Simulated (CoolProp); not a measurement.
Vapour pressure (MPa) of ethanol: the reference equation beside estimates from Tc = 514.7 K, pc = 6.268 MPa, ω = 0.644. Clausius-Clapeyron is anchored at 385.4 K with a constant enthalpy of vaporisation of 36.19 kJ/mol.

Model: reference Helmholtz-energy equation of state, Schroeder 2014, in CoolProp.

| T (K) | reference | Clausius-Clapeyron | Redlich-Kwong | Soave-Redlich-Kwong |
|---|---|---|---|---|
| 351.2 | 0.09985 | 0.1118 | 0.4400 | 0.1001 |
| 362.6 | 0.1542 | 0.1651 | 0.5782 | 0.1553 |
| 374 | 0.2308 | 0.2381 | 0.7452 | 0.2330 |
| 385.4 | 0.3359 | 0.3359 | 0.9440 | 0.3392 |
| 396.9 | 0.4781 | 0.4660 | 1.180 | 0.4823 |
| 408.3 | 0.6628 | 0.6329 | 1.451 | 0.6674 |
| 419.7 | 0.8994 | 0.8455 | 1.763 | 0.9040 |
| 431.1 | 1.197 | 1.112 | 2.118 | 1.201 |

Absolute difference from the reference over all 8 rows, mean and median: Clausius-Clapeyron 5.3 and 5.3 %, Redlich-Kwong 182.3 and 163.9 %, Soave-Redlich-Kwong 0.7 and 0.7 %.
